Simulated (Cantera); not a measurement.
**Thermodynamics of carbothermic reduction, feed Fe₂O₃ + C + CO**

Charge: 1 mol Fe₂O₃, 0.94 mol C, 0.025 mol CO, at 13.3 mbar.

Method: chemical equilibrium by Gibbs-energy minimisation in Cantera with the NASA 1993 tables (ideal gas, pure condensed phases). Candidate condensed phases: C, Fe, Fe(CO)₅, FeO, Fe₂O₃, Fe₃O₄; 15 gas species. Each liquid is taken as pure. Mutual solubility and eutectic melting of coexisting phases are not modelled. The tables' stoichiometric FeO is somewhat more stable than real wüstite, so its field is too wide. FeO: taken at fixed stoichiometry. Equilibrium is a limit: real reactors are often held back by kinetics, nucleation or transport.

From 975 °C to 1375 °C the condensed part is Fe(γ) + FeO(s). At 1475 °C the condensed part is Fe(δ) + FeO(l). From 1575 °C to 1675 °C the condensed part is Fe(l) + FeO(l). From 1775 °C to 1975 °C the condensed part is FeO(l). The main Fe-bearing gas is Fe throughout.

```csv
T (°C),log p CO,log p CO₂,log p Fe,log p FeO,log p O,log p O₂,n Fe(γ),n FeO(s),n Fe(δ),n FeO(l),n Fe(l)
975,-1.95,-2.66,-9.63,-13.12,<-13,<-13,0.0967,1.90,0,0,0
1075,-1.95,-2.69,-8.39,-11.56,-13.55,<-13,0.0867,1.91,0,0,0
1175,-1.94,-2.72,-7.32,-10.22,-12.15,-12.88,0.0783,1.92,0,0,0
1275,-1.94,-2.74,-6.39,-9.07,-10.93,-11.62,0.0710,1.93,0,0,0
1375,-1.94,-2.76,-5.58,-8.05,-9.86,-10.53,0.0645,1.94,0,0,0
1475,-1.93,-2.82,-4.87,-7.21,-8.96,-9.64,0,0,0.0485,1.95,0
1575,-1.92,-2.87,-4.24,-6.46,-8.14,-8.84,0,0,0,1.96,0.0347
1675,-1.93,-2.90,-3.70,-5.79,-7.40,-8.09,0,0,0,1.97,0.0178
1775,-1.94,-2.88,-3.28,-5.19,-6.66,-7.29,0,0,0,1.96,0
1875,-1.97,-2.76,-3.01,-4.65,-5.88,-6.33,0,0,0,1.92,0
1975,-2.03,-2.64,-2.81,-4.16,-5.13,-5.39,0,0,0,1.86,0
```
log p: log10 of the partial pressure in bar; n: condensed amount in mol.
